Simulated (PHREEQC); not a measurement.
# Copper plating or etch bath: speciation

Make-up at 25 °C: 0.0018 mol/kgw Cu(BF4)2, 0.0016 mol/kgw HNO3 and 0.0028 mol/kgw Na2SO4. Closed to the air; pH follows from the charge balance.

The numbers come from PHREEQC with the ion-association model, phreeqc.dat.

Each row changes one thing in this solution. No solid was allowed to form.

| case | pH | ionic strength (mol/kgw) | HF (mol/kgw) | BF4- (mol/kgw) | Cu+2 (mol/kgw) | F- (mol/kgw) |
|---|---|---|---|---|---|---|
| as made | 2.79 | 0.0141 | 0.00303 | 0.00221 | 0.00150 | 0.00141 |
| Cu(BF4)2 from 0.0018 to 0.00018 mol/kgw | 2.86 | 0.00997 | 0.000901 | 7.03e-6 | 0.000146 | 0.000488 |
| Na2SO4 from 0.0028 to 0.028 mol/kgw | 2.95 | ? | 0.00259 | 0.00213 | 0.000995 | 0.00200 |
| HNO3 replaced by Cu(NO3)2 at the same molality | 3.03 | 0.0174 | 0.00255 | 0.00210 | 0.00287 | 0.00211 |
| HNO3 from 0.0016 to 0.00032 mol/kgw | 2.99 | 0.0135 | 0.00266 | 0.00213 | 0.00148 | 0.00195 |
| temperature from 25 to 20 °C | ? | 0.0142 | 0.00281 | 0.00228 | 0.00151 | 0.00139 |
| HNO3 from 0.0016 to 0.00016 mol/kgw | 3.01 | 0.0134 | 0.00261 | 0.00212 | 0.00148 | 0.00203 |
| Na2SO4 left out | ? | ? | 0.00313 | 0.00223 | 0.00177 | 0.00128 |

What belongs in the gaps?


- Na2SO4 from 0.0028 to 0.028 mol/kgw, ionic strength (mol/kgw): 0.0813
- temperature from 25 to 20 °C, pH: 2.78
- Na2SO4 left out, pH: 2.75
- Na2SO4 left out, ionic strength (mol/kgw): 0.00727

Complexes and solids missing from the database can't appear. Real BF4- forms and hydrolyses slowly; the run takes it at equilibrium.
